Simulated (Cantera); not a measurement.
A closed system holds: 1 mol SiH₄, 0.31 mol NH₃, held at 825 K and 0.0480 Torr.

Cantera equilibrium calculation (NASA polynomials, part measured and part estimated; ideal gas, pure solids and liquids). Candidate condensed phases: Si, Si₃N₄; 18 gas species. Rates play no part.

Base state: H₂ 1.00 (mole fractions); condensed: Si(s) + Si₃N₄(s).

**Question.** What changes in the equilibrium state with this change: temperature from 825 K to 2025 K?

**Answer.** 
| species | before | after |
|---|---|---|
| H₂ | 1.00 | 0.534 |
| Si | <1e-9 | 0.250 |
| H | <1e-9 | 0.176 |
| N₂ | <1e-9 | 0.0391 |
| SiH | <1e-9 | 0.000934 |
| Si₂ | <1e-9 | 0.000754 |
| SiN | <1e-9 | 9.69e-5 |
| Si(s), mol | 0.767 | 0 |
| Si₃N₄(s), mol | 0.0775 | 0 |
The tables' values for SiN are old estimates; treat these amounts as uncertain. Gases not in the tables: Si₂H₆ and higher silanes.
